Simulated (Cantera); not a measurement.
Input: 1 mol H₂O, 0.47 mol O₂, at 3098.15 K and 1 atm.

Method: chemical equilibrium by Gibbs-energy minimisation in Cantera with the NASA 1993 tables (ideal gas, pure condensed phases). Candidate condensed phases: H₂O; 9 gas species. Rates play no part.

Base state: H₂O 0.437, O₂ 0.242, OH 0.141, O 0.0766, H₂ 0.0545, H 0.0491, HO₂ 0.000118 (mole fractions); condensed: gas only.

### Question
What changes in the equilibrium state with this change: H₂O replaced by HI?

### Answer
```
species    before     after
-------  --------  --------
I               0     0.522
H₂O         0.437     0.173
O₂          0.242     0.103
OH          0.141    0.0714
H₂         0.0545    0.0332
O          0.0766    0.0499
H          0.0491    0.0383
HI              0   0.00909
I₂              0  0.000278
HO₂      0.000118   3.90e-5
```
Further candidate phases: I₂.
